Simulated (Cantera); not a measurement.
A perfectly stirred reactor is fed with CH4 : O2 : N2 = 0.011 : 0.025 : 1 (molar parts), at 15.0 bar; it is held at 1350 K, and followed from long to short residence time.

Model: GRI-Mech 3.0 (53 species, 325 reactions), integrated in Cantera. The pressure lies above the range GRI-Mech 3.0 was tuned for (to about 10 atm). The temperature is held fixed by assumption; the heat of reaction is taken as removed at once.

Question: What does this change do: temperature 1350 to 1375 K?

Answer: 
```tsv
quantity	before	after
x(CH4) at τ = 1.70 s	8.26e-6	5.39e-6
x(O2) at τ = 1.70 s	0.00295	0.00293
x(C2H) at τ = 1.70 s	1.08e-12	1.02e-12
x(CH2) at τ = 1.70 s	5.77e-10	6.77e-10
x(CH2CO) at τ = 1.70 s	5.24e-8	2.32e-8
x(CH4) at τ = 26.0 ms	0.000266	0.000193
x(O2) at τ = 26.0 ms	0.00460	0.00420
x(C2H) at τ = 26.0 ms	1.19e-11	1.76e-11
x(CH2) at τ = 26.0 ms	8.58e-9	1.20e-8
x(CH2CO) at τ = 26.0 ms	4.78e-6	3.29e-6
```

Question: What does this change do: N2 1 to 0.66 parts?

Answer: 
| quantity | before | after |
|---|---|---|
| x(CH4) at τ = 1.70 s | 8.26e-6 | 1.23e-5 |
| x(O2) at τ = 1.70 s | 0.00295 | 0.00438 |
| x(C2H) at τ = 1.70 s | 1.08e-12 | 1.11e-12 |
| x(CH2) at τ = 1.70 s | 5.77e-10 | 5.27e-10 |
| x(CH2CO) at τ = 1.70 s | 5.24e-8 | 8.70e-8 |
| x(CH4) at τ = 26.0 ms | 0.000266 | 0.000325 |
| x(O2) at τ = 26.0 ms | 0.00460 | 0.00639 |
| x(C2H) at τ = 26.0 ms | 1.19e-11 | 1.09e-11 |
| x(CH2) at τ = 26.0 ms | 8.58e-9 | 8.57e-9 |
| x(CH2CO) at τ = 26.0 ms | 4.78e-6 | 5.86e-6 |
